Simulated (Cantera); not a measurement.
Feed: 1 mol SiO2, 1.3 mol C, 2 mol H2, 2.6 mol CH4, equilibrated at 2248.15 K and 76.0 Pa.

Cantera equilibrium calculation (NASA polynomials, part measured and part estimated; ideal gas, pure solids and liquids). Candidate condensed phases: C, C6H6, C7H8, C8H18, H2O, Si, SiC, SiO2; 123 gas species. Gases not in the tables: Si2H6 and higher silanes. Equilibrium is a limit: real reactors are often held back by kinetics, nucleation or transport.

Base state: H2 0.541, H 0.196, CO 0.176, Si 0.0707, SiC2 0.00813, Si2C 0.00363, SiO 0.00203, C2H2 (acetylene) 0.00179 (mole fractions); condensed: C(graphite).

Task: What changes in the equilibrium state with this change: SiO2 replaced by CuO?

Result: 
```json
[
 {"species": "H2", "before": "0.541", "after": "0.597"},
 {"species": "H", "before": "0.196", "after": "0.206"},
 {"species": "CO", "before": "0.176", "after": "0.0975"},
 {"species": "Cu", "before": "0", "after": "0.0975"},
 {"species": "Si", "before": "0.0707", "after": "0"},
 {"species": "SiC2", "before": "0.00813", "after": "0"},
 {"species": "Si2C", "before": "0.00363", "after": "0"},
 {"species": "SiO", "before": "0.00203", "after": "0"},
 {"species": "SiH", "before": "0.000579", "after": "0"},
 {"species": "Si2", "before": "0.000115", "after": "0"},
 {"species": "C(graphite), mol", "before": "1.66", "after": "2.86"}
]
```
Further candidate phases: Cu, CuO, Cu(OH)2, Cu2O.

Task: What changes in the equilibrium state with this change: pressure from 76.0 Pa to 3.70 bar?

Result: 
| species | before | after |
|---|---|---|
| H2 | 0.541 | 0.776 |
| CO | 0.176 | 0.214 |
| H | 0.196 | 0.00337 |
| Si | 0.0707 | 1.95e-5 |
| SiO | 0.00203 | 0.00331 |
| CH4 | 5.28e-8 | 0.000530 |
| C2H4 | 1.45e-9 | 1.45e-5 |
| H2O | 3.54e-9 | 3.00e-5 |
| SiC2 | 0.00813 | 2.24e-6 |
| C(graphite), mol | 1.66 | 0.909 |
| SiC(s), mol | 0 | 0.969 |
